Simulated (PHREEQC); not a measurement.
# Hard or scaling water: speciation

Solution (71 °C): 0.27 mol SrCl2, 0.00039 mol NaF and 1.4e-06 mol H4SiO4 per kg of water. Closed to the air; pH follows from the charge balance.

All values are PHREEQC results (ion-association model, wateq4f.dat), not measurements.

The pH is 6.43 and the ionic strength is 0.810 mol/kgw. The activity of water comes out as 0.986.

```
species  molality  activity   log γ
-------  --------  --------  ------
Cl-         0.540     0.316  -0.232
Sr+2        0.270    0.0566  -0.679
Na+      0.000390  0.000266  -0.167
F-       0.000390  0.000222  -0.244
H4SiO4    1.40e-6   1.68e-6   0.081
OH-       7.49e-7   4.26e-7  -0.244
H+        5.11e-7   3.74e-7  -0.135
HF        2.53e-7   3.05e-7   0.081
NaF       2.82e-8   3.39e-8   0.081
SrOH+     1.21e-8   7.65e-9  -0.200
H3SiO4-   3.77e-9   2.23e-9  -0.228
```

Precipitation was switched off in this run. The ionic strength is past about 0.7 mol/kgw, beyond the range of this activity model, so the values are rough. At this temperature some constants are extrapolated from 25 °C, and those without enthalpy data are left unchanged. SiF6-2 is the database's only silicon fluoride.
